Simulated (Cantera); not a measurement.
# Reactions in the system C-N-Si

Source: NASA polynomial tables (part measured, part estimated), evaluated in Cantera. Values are per mole of reaction as written; species without (g) are pure solids or liquids, kept so even where they would boil at 1 bar.

SiC2(g) + Si3N4 → 2 Si2C(g) + 4 N(g)

```
T (K)  ΔH° (kJ)  ΔS° (J/K)  ΔG° (kJ)  log10 K
-----  --------  ---------  --------  -------
1225     3091.5      757.9    2163.0   -92.23
1375     3087.1      754.5    2049.6   -77.86
1525     3082.1      751.1    1936.7   -66.33
1675     3076.7      747.7    1824.3   -56.89
1825     3071.0      744.5    1712.4   -49.01
1975     3065.1      741.4    1600.9   -42.34
2125     3059.2      738.5    1489.9   -36.62
```
